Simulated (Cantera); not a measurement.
Standard-state values (1 bar) from the NASA 1993 polynomials, evaluated with Cantera. Values are per mole of reaction as written; species without (g) are pure solids or liquids, kept so even where they would boil at 1 bar.

Task: Between 1298 and 1398 K, where is each reaction favourable under standard conditions?
- 2 CrO3(g) + N(g) → Cr2N + 2 O3(g)
- 2 Cr + NO2(g) → O2(g) + Cr2N

Result: 
- 2 CrO3(g) + N(g) → Cr2N + 2 O3(g): ΔG° is 443 kJ at 1298 K and 455 kJ at 1398 K; it stays positive (K < 1). ΔH° is 294 kJ and ΔS° -115 J/K at 1398 K.
- 2 Cr + NO2(g) → O2(g) + Cr2N: ΔG° is -147 kJ at 1298 K and -147 kJ at 1398 K; it stays negative (K > 1). ΔH° is -150 kJ and ΔS° -2 J/K at 1398 K.
